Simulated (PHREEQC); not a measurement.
Make-up at 25 °C: 0.039 mol/kgw NH4HF2, 0.082 mol/kgw (NH4)2SiF6, 0.029 mol/kgw H3BO3 and 0.13 mol/kgw H2SO4. Closed to the air; pH follows from the charge balance.

The numbers come from PHREEQC with the ion-association model, wateq4f.dat.

Question: The ionic strength comes out as 0.440 mol/kgw. What activity coefficients do NH4+, HF2-, HSO4-, SiF6-2, F- get?

Answer: NH4+ 0.73, HF2- 0.64, HSO4- 0.67, SiF6-2 0.22, F- 0.64.

No solid was allowed to form. Saturation is exceeded, for instance for SiO2(a), Quartz (slow to form); the values hold only as long as no solid forms. Complexes and solids missing from the database can't appear. SiF6-2 is the database's only silicon fluoride. Real BF4- forms and hydrolyses slowly; the run takes it at equilibrium.
